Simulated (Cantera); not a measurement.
## NO annealing gas

A perfectly stirred reactor is fed with NO : N2 : H2O = 1 : 6.3 : 0.027 (molar parts), at 0.148 atm; it is held at 2125 K, and followed from long to short residence time.

Detailed kinetics in Cantera: GRI-Mech 3.0 (53 species, 325 reactions).

```tsv
τ (s)	x NO	x N2O	x NO2	x O2	x N2	x O
23	0.0132	1.95e-7	3.90e-6	0.0609	0.921	0.00106
5.6	0.0292	4.25e-7	8.03e-6	0.0529	0.913	0.000988
1.4	0.0680	1.72e-6	1.49e-5	0.0337	0.894	0.000793
0.33	0.115	4.58e-6	1.41e-5	0.0106	0.870	0.000452
0.079	0.132	5.65e-6	7.62e-6	0.00229	0.862	0.000210
0.019	0.136	5.97e-6	4.27e-6	0.000487	0.860	8.08e-5
0.0046	0.136	6.56e-6	3.45e-6	7.42e-5	0.860	2.33e-5
0.0011	0.136	4.39e-6	1.15e-6	1.51e-6	0.860	4.91e-6
0.00027	0.136	1.69e-6	1.11e-7	2.95e-8	0.860	1.38e-6
```
x: mole fraction; the columns are a selection and need not sum to one.
